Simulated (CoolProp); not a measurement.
Vapour-liquid equilibrium of R152A (1) + n-pentane (2) at 0.0711 MPa; x and y are mole fractions of (1).

Model: multi-fluid Helmholtz-energy mixture model, Outcalt 1996 and Thol 2019; pair parameters Bell 2016, in CoolProp.

Problem. Give the bubble temperature and the first vapour's composition at x = 0.05, 0.35, 0.85. Is there an azeotrope?

Solution. x = 0.05: -1.4 °C, y = 0.684; x = 0.35: -28.7 °C, y = 0.934; x = 0.85: -30.4 °C, y = 0.953. No azeotrope shows between x = 0.05 and 0.95.

The pair parameters rest on a limited set of measurements; away from them the model extrapolates. With so large a gap from Raoult's law the liquid may split in two, which this calculation doesn't test in full.
